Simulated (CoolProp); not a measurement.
Model: reference Helmholtz-energy equation of state, Younglove 1994, in CoolProp. It is a modified Benedict-Webb-Rubin equation, recast in Helmholtz form.

Question: Give the vapour pressure (kPa), enthalpy of vaporisation (kJ/kg), surface tension (mN/m), vapour viscosity (µPa s) of saturated R123 at 354.1 K.

Answer: 
```csv
T (K),p (kPa),enthalpy of vaporisation (kJ/kg),surface tension (mN/m),vapour viscosity (µPa s)
354.1,501,145,8.87,12.7
```

Viscosity comes from a separate model (Tanaka 1996). Surface tension comes from a separate correlation (Mulero 2012).
